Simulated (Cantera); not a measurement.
Input: 1 mol BCl₃, 0.13 mol H₂O, 27 mol H₂, held at 1075 °C and 0.100 bar.

Method: chemical equilibrium by Gibbs-energy minimisation in Cantera with the NASA 1993 tables (ideal gas, pure condensed phases). The tables' values for BOCl, BCl₂ are old estimates; treat these amounts as uncertain. Gases not in the tables: BHCl₂. Equilibrium is a limit: real reactors are often held back by kinetics, nucleation or transport.

| species | before | after |
|---|---|---|
| H₂ | 0.900 | 0.937 |
| HCl | 0.0942 | 0.0406 |
| BCl₃ | 0.00314 | 0.0207 |
| B₂O₂ | 1.91e-5 | <1e-9 |
| HBO₂ | 1.46e-5 | <1e-9 |
| BOCl | 0.000200 | 6.89e-8 |
| HBO | 0.00121 | 4.82e-7 |
| BCl₂ | 2.08e-5 | 6.79e-8 |
| B₃O₃Cl₃ | 0.000352 | 0.00108 |
| B(s), mol | 0.780 | 0.283 |
Gas species are given as mole fractions.

Problem. Which change was made?
A) H₂ from 27 to 0.16 mol
B) temperature from 1075 °C to 1375 °C
C) temperature from 1075 °C to 677 °C
D) H₂O from 0.13 to 0.05 mol

Solution. C, temperature from 1075 °C to 677 °C
